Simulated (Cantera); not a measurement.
**Hydrocarbon pyrolysis for carbon deposition**

An isothermal, constant-pressure homogeneous reactor starts with CH4 : N2 = 1 : 34 (molar parts), at 1375 K and 2670 Pa.

Detailed kinetics in Cantera: GRI-Mech 3.0 (53 species, 325 reactions). GRI-Mech 3.0 stops at C3 and has no aromatics, soot or wall deposition, so with more carbon than oxygen in the feed, carbon stays in small species such as C2H2 where larger ones or solid carbon would form. Radical loss at walls, strong at low pressure, is not modelled.

```csv
t (s),x CH4,x C2H6,x CH3,x CH2,x H
7.00e-6,0.0286,<1e-12,1.13e-10,<1e-12,1.06e-10
5.25e-5,0.0286,<1e-12,1.00e-9,<1e-12,6.37e-10
0.000394,0.0286,<1e-12,1.08e-8,<1e-12,1.52e-9
0.00295,0.0286,<1e-12,9.08e-8,<1e-12,1.55e-9
0.0221,0.0286,3.61e-10,6.90e-7,<1e-12,1.55e-9
0.166,0.0286,1.06e-7,4.98e-6,3.02e-11,1.91e-9
1.24,0.0285,6.20e-6,2.52e-5,7.44e-10,1.34e-8
9.33,0.0262,1.83e-5,4.20e-5,2.20e-9,2.70e-7
70.0,0.0178,4.82e-6,2.25e-5,9.65e-10,1.00e-6
```
x: mole fraction; the columns are a selection and need not sum to one.

Equilibrium at this temperature and pressure: CH4 4.38e-5, C2H6 9.12e-11, CH3 9.03e-8, CH2 6.50e-12, H 4.31e-6 (gas phase only).
